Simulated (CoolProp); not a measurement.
Computed with CoolProp (reference Helmholtz-energy equation of state, Tillner-Roth 1997).

Task: Give the vapour pressure (bar), vapour Z, liquid conductivity (mW/(m K)) of saturated CH2F2 (R32) at -10.55 °C.

Result: 
| T (°C) | p (bar) | vapour Z | liquid conductivity (mW/(m K)) |
|---|---|---|---|
| -10.55 | 5.72 | 0.874 | 163 |

Thermal conductivity comes from a separate model (Huber 2003), an estimate that may be off by 10 % or more.
